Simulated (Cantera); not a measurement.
A perfectly stirred reactor is fed with CH4 : CO : O2 : N2 : CO2 = 1 : 0.034 : 3.1 : 11.7 : 0.42 (molar parts), equivalence ratio 0.65, at 4.93 atm; it is adiabatic with a 500 K inlet, and is followed from long to short residence time, starting on the burning branch (τ in s: 0.19, 0.07, 0.026, 0.0094, 0.0035, 0.0013, 0.00047, 0.00017, 6.3e-05, 2.3e-05, 8.5e-06, 3.1e-06).

Computed with Cantera and GRI-Mech 3.0 (53 species, 325 reactions).

Q: What does this change do: inlet temperature 500 to 648 K?

A: 
```csv
quantity,before,after
"blow-out, bracketed by the residence times tried","burning at 0.170 ms, out at 63.0 µs","burning at 63.0 µs, out at 23.0 µs"
x(CH4) at τ = 0.190 s,2.60e-6,1.31e-6
x(CO) at τ = 0.190 s,0.000111,0.000205
x(O2) at τ = 0.190 s,0.0666,0.0664
x(O) at τ = 0.190 s,3.05e-5,6.94e-5
x(C2H) at τ = 0.190 s,<1e-12,<1e-12
x(CH4) at τ = 0.470 ms,0.000222,0.000144
x(CO) at τ = 0.470 ms,0.00517,0.00465
x(O2) at τ = 0.470 ms,0.0692,0.0685
x(O) at τ = 0.470 ms,0.000491,0.000663
x(C2H) at τ = 0.470 ms,1.79e-10,1.65e-10
```
